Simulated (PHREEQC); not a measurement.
Make-up at 25 °C: 0.06 mol Cu(NO3)2, 0.0014 mol HBF4 and 8.8e-05 mol NaCl per kg of water. Closed to the air; pH follows from the charge balance.

Equilibrium calculation in PHREEQC: ion-association model, wateq4f.dat.

Each row changes one thing in this solution. This is a speciation only: nothing precipitates in the calculation.

```json
[
 {"case": "as made", "pH": "2.77", "ionic strength (mol/kgw)": "0.181", "HF (mol/kgw)": "0.00192", "F- (mol/kgw)": "0.00111", "H3BO3 (mol/kgw)": "0.000815", "BF4- (mol/kgw)": "0.000447", "SI of CuF2:2H2O (CuF2:2H2O)": "-3.35", "SI of Tenorite (CuO)": "-3.77"},
 {"case": "diluted 2-fold with water", "pH": "2.96", "ionic strength (mol/kgw)": "0.0909", "HF (mol/kgw)": "0.00121", "F- (mol/kgw)": "0.000987", "H3BO3 (mol/kgw)": "0.000593", "BF4- (mol/kgw)": "6.60e-5", "SI of CuF2:2H2O (CuF2:2H2O)": "-3.60", "SI of Tenorite (CuO)": "-3.61"},
 {"case": "HBF4 from 0.0014 to 0.007 mol/kgw", "pH": "2.26", "ionic strength (mol/kgw)": "0.186", "HF (mol/kgw)": "0.00432", "F- (mol/kgw)": "0.000770", "H3BO3 (mol/kgw)": "0.00120", "BF4- (mol/kgw)": "0.00524", "SI of CuF2:2H2O (CuF2:2H2O)": "-3.67", "SI of Tenorite (CuO)": "-4.80"},
 {"case": "NaCl replaced by BaCl2 at the same molality", "pH": "2.77", "ionic strength (mol/kgw)": "0.182", "HF (mol/kgw)": "0.00192", "F- (mol/kgw)": "0.00111", "H3BO3 (mol/kgw)": "0.000815", "BF4- (mol/kgw)": "0.000447", "SI of CuF2:2H2O (CuF2:2H2O)": "-3.35", "SI of Tenorite (CuO)": "-3.77"},
 {"case": "0.03 mol/kgw LiF added", "pH": "4.08", "ionic strength (mol/kgw)": "0.197", "HF (mol/kgw)": "0.00187", "F- (mol/kgw)": "0.0220", "H3BO3 (mol/kgw)": "9.73e-5", "BF4- (mol/kgw)": "0.000987", "SI of CuF2:2H2O (CuF2:2H2O)": "-0.83", "SI of Tenorite (CuO)": "-1.22"}
]
```

Real BF4- forms and hydrolyses slowly; the run takes it at equilibrium.
